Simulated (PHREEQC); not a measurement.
Make-up at 58 °C: 0.0026 mol H2SeO3, 0.00018 mol H3PO4 and 0.0036 mol NaCl per kg of water. Closed to the air; pH follows from the charge balance.

Computed with PHREEQC (ion-association model, wateq4f.dat).

```json
[
 {"quantity": "pH", "before": "2.83", "after": "3.36"},
 {"quantity": "ionic strength (mol/kgw)", "before": "0.00521", "after": "0.00117"},
 {"quantity": "HSeO3- (mol/kgw)", "before": "0.00147", "after": "0.000421"},
 {"quantity": "H2SeO3 (mol/kgw)", "before": "0.00113", "after": "9.91e-5"},
 {"quantity": "H2PO4- (mol/kgw)", "before": "0.000140", "after": "3.31e-5"},
 {"quantity": "HPO4-2 (mol/kgw)", "before": "8.75e-9", "after": "6.28e-9"},
 {"quantity": "SI of Halite (NaCl)", "before": "-6.61", "after": "-7.97"}
]
```

Q: Name the change that produced these shifts.
(A) diluted 5-fold with water
(B) diluted 2-fold with water
(C) 0.0042 mol/kgw TMAH added
(D) temperature from 58 to 5 °C
(E) H2SeO3 from 0.0026 to 0.00052 mol/kgw

A: A, diluted 5-fold with water

No solid was allowed to form. H3PO4, which wateq4f.dat lacks, is added to it with the constant of phreeqc.dat. At this temperature some constants are extrapolated from 25 °C, and those without enthalpy data are left unchanged.
